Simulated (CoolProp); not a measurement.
Saturation properties of dimethyl carbonate.

Computed with CoolProp (reference Helmholtz-energy equation of state, Zhou 2011).

```
T (°C)  p (bar)  liquid density (kg/m³)  vapour density (kg/m³)
------  -------  ----------------------  ----------------------
89.35    0.9891                   975.1                   3.043
105.85    1.633                   951.2                   4.867
122.35    2.566                   926.5                   7.456
138.85    3.869                   900.9                   11.02
155.35    5.628                   874.1                   15.82
171.95    7.955                   845.8                   22.24
188.45    10.93                   815.8                   30.65
204.95    14.68                   783.3                   41.74
221.45    19.34                   747.4                   56.58
```

It boils at 90.1 °C under 1 atm.
